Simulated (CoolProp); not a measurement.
Properties of fluorine at several states (Tc = 144.4 K, pc = 52.40 bar, ω = 0.045).

The numbers come from the reference Helmholtz-energy equation of state, de Reuck 1990 in CoolProp.

| T (K) | p (bar) | phase | density (kg/m³) | cv (kJ/(kg K)) | fugacity coefficient |
|---|---|---|---|---|---|
| 260.9 | 75.5 | supercritical | 139.6 | 0.6067 | 0.9432 |
| 103.6 | 0.181 | gas | 0.8010 | 0.5494 | 0.9968 |
| 142.9 | 47.3 | gas | 301.9 | 0.8617 | 0.6927 |
